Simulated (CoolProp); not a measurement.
R365MFC at 298.15 K and 0.0137 MPa is compressed adiabatically to 0.103 MPa with isentropic efficiency 0.6. Each further row changes one setting.

Computed with CoolProp (reference Helmholtz-energy equation of state, Lemmon 2016).

```tsv
case	work (kJ/kg)	final temperature (K)	final density (kg/m³)
as stated	58.6	356.2	5.30
efficiency 1	35.2	334.7	5.68
efficiency 0.65	54.1	352.1	5.37
```
